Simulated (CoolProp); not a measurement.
Cyclopentane along the isotherm 533.4 K: density (kg/m³) from the reference equation and from simpler models built on Tc = 511.7 K, pc = 4583 kPa, ω = 0.202; each cubic takes its own stable root.

The numbers come from the reference Helmholtz-energy equation of state, Gedanitz 2015 in CoolProp.

| p (kPa) | phase | reference | ideal gas | van der Waals | Redlich-Kwong | Soave-Redlich-Kwong | Peng-Robinson |
|---|---|---|---|---|---|---|---|
| 430 | gas | 7.006 | 6.800 | 6.979 | 7.002 | 6.998 | 7.023 |
| 859 | gas | 14.45 | 13.58 | 14.34 | 14.43 | 14.41 | 14.52 |
| 1290 | gas | 22.46 | 20.40 | 22.19 | 22.41 | 22.37 | 22.62 |
| 1720 | gas | 31.07 | 27.20 | 30.58 | 30.99 | 30.91 | 31.38 |
| 2150 | gas | 40.44 | 34.00 | 39.63 | 40.30 | 40.15 | 40.93 |
| 2580 | gas | 50.73 | 40.80 | 49.52 | 50.52 | 50.27 | 51.47 |
| 3010 | gas | 62.20 | 47.60 | 60.46 | 61.89 | 61.47 | 63.24 |
| 3440 | gas | 75.21 | 54.40 | 72.85 | 74.76 | 74.08 | 76.59 |
| 3870 | gas | 90.35 | 61.20 | 87.28 | 89.71 | 88.58 | 92.08 |
| 4300 | gas | 108.6 | 68.00 | 105.0 | 107.8 | 105.8 | 110.6 |
| 4730 | supercritical | 131.8 | 74.80 | 128.8 | 130.9 | 127.2 | 133.9 |
| 5160 | supercritical | 163.8 | 81.60 | 169.1 | 163.9 | 155.9 | 165.1 |
| 5590 | supercritical | 211.9 | 88.40 | 233.4 | 216.9 | 197.8 | 210.4 |
| 6010 | supercritical | 276.3 | 95.04 | 262.9 | 269.4 | 247.1 | 264.4 |
| 6440 | supercritical | 332.7 | 101.8 | 280.3 | 302.0 | 284.3 | 307.0 |
| 6870 | supercritical | 366.7 | 108.6 | 292.8 | 324.0 | 309.5 | 336.2 |
